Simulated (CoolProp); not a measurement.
Vapour-liquid equilibrium of dimethyl ether (1) + n-perfluorobutane (2) at 1.12 MPa; x and y are mole fractions of (1).

Model: multi-fluid Helmholtz-energy mixture model, Wu 2011 and Gao 2022; pair parameters Bell 2016, in CoolProp.

```
x      bubble temperature, mixture model (K)  bubble temperature, Raoult's law (K)  y, mixture model  y, Raoult's law
-----  -------------------------------------  ------------------------------------  ----------------  ---------------
0.05                                       ?                                 349.7                 ?            0.093
0.125                                      ?                                 346.8             0.324            0.218
0.2                                    328.8                                 344.1             0.460            0.329
0.275                                      ?                                 341.5             0.551            0.428
0.35                                       ?                                 339.1             0.610            0.517
0.425                                      ?                                 336.8             0.649            0.596
0.5                                    316.7                                 334.6                 ?            0.667
0.575                                  316.0                                 332.5                 ?            0.732
0.65                                   315.6                                 330.5             0.713            0.790
0.725                                  315.5                                 328.6             0.732            0.843
0.8                                    315.6                                 326.8             0.758            0.891
0.875                                  316.4                                 325.0             0.803            0.935
0.95                                   318.8                                 323.4             0.892            0.975
```

Complete the blanks.


- 0.05, bubble temperature, mixture model (K): 345.2
- 0.05, y, mixture model: 0.141
- 0.125, bubble temperature, mixture model (K): 336.1
- 0.275, bubble temperature, mixture model (K): 323.6
- 0.35, bubble temperature, mixture model (K): 320.1
- 0.425, bubble temperature, mixture model (K): 318.0
- 0.5, y, mixture model: 0.676
- 0.575, y, mixture model: 0.696

The largest gap from Raoult's law is -19.0 K in bubble temperature, at x = 0.35. y crosses x between x = 0.725 and 0.8: the model has an azeotrope there.

The pair parameters rest on a limited set of measurements; away from them the model extrapolates. With so large a gap from Raoult's law the liquid may split in two, which this calculation doesn't test in full.
